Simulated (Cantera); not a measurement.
Charge: 1 mol SiC, 0.88 mol O₂, 21 mol H₂, equilibrated at 1200 Torr.

Equilibrium computed with Cantera from the NASA thermochemical tables; the gas is ideal and each condensed phase is pure. Candidate condensed phases: C, C₆H₆, C₇H₈, C₈H₁₈, H₂O, Si, SiC, SiO₂; 123 gas species. Mutual solubility and eutectic melting of coexisting phases are not modelled. The tables hold silica as quartz up to 1696 K and as liquid above; real silica turns to tridymite and cristobalite and melts near 1996 K. Gases not in the tables: Si₂H₆ and higher silanes. Kinetics and transport are ignored.

Which condensed phases are stable at each of these points (T (K)): 900, 1000, 1100, 1200, 1300, 1400, 1500, 1600, 1700, 1800, 1900, 2000, 2100, 2200?


| T (K) | condensed phases | Si condensed (%) |
|---|---|---|
| 900 | SiC(s) + SiO₂(β-quartz) | 100.0 |
| 1000 | SiC(s) + SiO₂(β-quartz) | 100.0 |
| 1100 | SiC(s) + SiO₂(β-quartz) | 100.0 |
| 1200 | C(graphite) + SiC(s) + SiO₂(β-quartz) | 100.0 |
| 1300 | C(graphite) + SiC(s) + SiO₂(β-quartz) | 100.0 |
| 1400 | C(graphite) + SiC(s) + SiO₂(β-quartz) | 100.0 |
| 1500 | C(graphite) + SiC(s) + SiO₂(β-quartz) | 99.9 |
| 1600 | SiC(s) + SiO₂(β-quartz) | 99.5 |
| 1700 | SiC(s) + SiO₂(condensed) | 95.8 |
| 1800 | SiC(s) + SiO₂(condensed) | 74.1 |
| 1900 | SiC(s) | 12.0 |
| 2000 | SiC(s) | 11.9 |
| 2100 | SiC(s) | 11.7 |
| 2200 | SiC(s) | 11.2 |

From 900 K to 1100 K the condensed part is SiC(s) + SiO₂(β-quartz). From 1200 K to 1500 K the condensed part is C(graphite) + SiC(s) + SiO₂(β-quartz). At 1600 K the condensed part is SiC(s) + SiO₂(β-quartz). From 1700 K to 1800 K the condensed part is SiC(s) + SiO₂(condensed). From 1900 K to 2200 K the condensed part is SiC(s).
